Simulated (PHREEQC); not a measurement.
Consider water at 41 °C with 0.014 mol/kgw CdBr2. Closed to the air; pH follows from the charge balance.

Computed with PHREEQC (ion-association model, phreeqc.dat).

No solid was allowed to form.

Question: What pH does the model give?

Answer: pH 6.03.

Question: In which forms is Br present?

Answer: Br- 68 %, CdBr+ 28 %, CdBr2 4.4 % of the Br.

Species that the database lacks are ignored. Constants without temperature data keep their 25 °C values here.
